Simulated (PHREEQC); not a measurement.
Solution (25 °C): 0.015 mol MnCl2 per kg of water. It is in equilibrium with CO2 at log p = 0 (atm). Otherwise closed; pH follows from the charge balance.

Equilibrium calculation in PHREEQC: ion-association model, phreeqc.dat.

This is a speciation only: nothing precipitates in the calculation.

Problem. What pH, specific conductance does the model give?

Solution. pH 3.80; specific conductance 3130 µS/cm.

Problem. In which forms is Cl present?

Solution. Cl- 97 %, MnCl+ 2.8 % of the Cl.
